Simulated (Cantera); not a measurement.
An adiabatic, constant-pressure homogeneous reactor starts with 2.23 % C₃H₈, 19.2 % O₂, 78.6 % N₂, equivalence ratio 0.58, at 1425 K and 1050 Torr.

Detailed kinetics in Cantera: GRI-Mech 3.0 (53 species, 325 reactions). GRI-Mech 3.0 was tuned for natural gas; its chemistry of propane as a main component is partial and can be far from experiment.

x: mole fraction; the columns are a selection and need not sum to one.

```tsv
t (s)	T (K)	x C₃H₈	x O₂	x NO	x HO₂	x H₂	x HCO	x CH₂O
8.00e-6	1423	0.0220	0.192	<1e-12	5.08e-5	5.17e-5	3.03e-9	___
2.48e-5	1422	0.0209	0.191	<1e-12	5.53e-5	0.000300	7.59e-8	___
7.67e-5	1428	0.0161	0.188	1.49e-11	0.000105	0.00172	8.14e-7	___
0.000237	2287	<1e-12	0.0795	8.17e-5	6.57e-6	0.00379	1.00e-8	2.02e-11
0.000734	2461	<1e-12	0.0781	0.000512	5.94e-6	0.00133	8.66e-10	4.24e-12
0.00227	2465	<1e-12	0.0775	0.00161	6.03e-6	0.00124	7.48e-10	3.84e-12
0.00704	2461	<1e-12	0.0761	0.00448	5.88e-6	0.00122	7.23e-10	3.74e-12
0.0218	2453	<1e-12	0.0737	0.00942	5.63e-6	0.00120	6.81e-10	3.57e-12
0.0674	2449	<1e-12	0.0724	0.0120	5.50e-6	0.00118	6.59e-10	3.48e-12
0.209	2448	<1e-12	0.0724	0.0121	5.49e-6	0.00118	6.58e-10	3.48e-12
0.646	2448	<1e-12	0.0724	0.0121	5.49e-6	0.00118	6.58e-10	3.48e-12
2.00	2448	<1e-12	0.0724	0.0121	5.49e-6	0.00118	6.58e-10	3.48e-12
```

Question: What belongs in the gaps?

Answer: 
- 8.00e-6, x CH₂O: 1.85e-5
- 2.48e-5, x CH₂O: 0.000265
- 7.67e-5, x CH₂O: 0.00143
